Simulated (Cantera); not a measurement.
An isothermal, constant-pressure homogeneous reactor starts with CH₃OH : O₂ : N₂ = 0.004 : 0.0067 : 1 (molar parts), equivalence ratio 0.90, at 900 K and 14300 Torr. Integrator tolerance rtol = 1e-08.

Detailed kinetics in Cantera: GRI-Mech 3.0 (53 species, 325 reactions). GRI-Mech 3.0 was tuned for natural gas; its chemistry of methanol as a main component is partial and can be far from experiment. The pressure lies above the range GRI-Mech 3.0 was tuned for (to about 10 atm). Below about 1000 K GRI-Mech 3.0 lacks low-temperature oxidation paths.

```csv
quantity,before,after
x(CH₃OH) at 10.0 s,1.18e-8 (gas-phase equilibrium <1e-12),0.00102 (gas-phase equilibrium 5.20e-10)
x(O₂) at 10.0 s,0.00174 (gas-phase equilibrium 0.000691),<1e-12 (gas-phase equilibrium <1e-12)
x(CH₂CO) at 10.0 s,<1e-12 (gas-phase equilibrium <1e-12),2.52e-6 (gas-phase equilibrium 2.32e-11)
x(H) at 10.0 s,8.47e-11 (gas-phase equilibrium <1e-12),9.95e-11 (gas-phase equilibrium 4.86e-12)
x(H₂) at 10.0 s,0.000155 (gas-phase equilibrium <1e-12),0.0457 (gas-phase equilibrium 0.0323)
x(C₂H₄) at 10.0 s,<1e-12 (gas-phase equilibrium <1e-12),3.90e-7 (gas-phase equilibrium 1.60e-8)
x(CH₄) at 10.0 s,1.27e-9 (gas-phase equilibrium <1e-12),0.000615 (gas-phase equilibrium 0.00932)
```

Problem. Name the change that produced these shifts.
(A) pressure from 14300 Torr to 6150 Torr
(B) CH3OH 0.004 to 0.034 parts
(C) N2 1 to 0.16 parts
(D) temperature 900 to 1100 K

Solution. B, CH3OH 0.004 to 0.034 parts
